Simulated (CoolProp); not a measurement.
Dimethyl carbonate along the isotherm 600 K: density (kg/m³) from the reference equation and from simpler models built on Tc = 557.0 K, pc = 49.09 bar, ω = 0.346; each cubic takes its own stable root.

Computed with CoolProp (reference Helmholtz-energy equation of state, Zhou 2011).

```
p (bar)          phase  reference
-------  -------------  ---------
7.67               gas      14.47
15.3               gas      30.29
23                 gas      48.07
30.7               gas      68.22
38.3               gas      91.29
46                 gas      119.2
53.7     supercritical      153.9
61.4     supercritical      198.5
69       supercritical      255.3
76.7     supercritical      323.9
84.4     supercritical      388.5
92       supercritical      436.6
99.7     supercritical      472.5
107      supercritical      498.8
115      supercritical      521.9
123      supercritical      541.1
```

### Question
How far does each simpler model (Redlich-Kwong, Soave-Redlich-Kwong) lie from the reference over these 16 states: mean and median of the absolute difference, and the worst?

### Answer
- Redlich-Kwong: mean 3.8 %, median 3.4 %, worst +8.8 % at 600 K and 69 bar
- Soave-Redlich-Kwong: mean 6.9 %, median 5.6 %, worst -13.9 % at 600 K and 107 bar
